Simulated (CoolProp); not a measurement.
Hexamethyldisiloxane (MM) at 294.08 K and 1.66 MPa is throttled through a valve to 0.432 MPa with no heat exchange. Each further row changes one setting.

The numbers come from the reference Helmholtz-energy equation of state, Thol 2016 in CoolProp.

```csv
case,temperature change (K),final density (kg/m³)
as stated,+0.5,764
outlet pressure 0.13 MPa,+0.6,763
outlet pressure 0.562 MPa,+0.5,764
```
